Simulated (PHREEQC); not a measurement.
Make-up at 25 °C: 0.52 mol HF, 0.00091 mol NaF, 6.4e-07 mol H4SiO4 and 3e-05 mol H2SO4 per kg of water. Closed to the air; pH follows from the charge balance.

The numbers come from PHREEQC with the ion-association model, phreeqc.dat.

### Question
The ionic strength comes out as 0.0351 mol/kgw. What activity coefficients do SO4-2, Na+, HSO4-, H+, HF2- get?

### Answer
SO4-2 0.51, Na+ 0.85, HSO4- 0.84, H+ 0.87, HF2- 0.84.

Precipitation was switched off in this run. SiF6-2 is the database's only silicon fluoride.
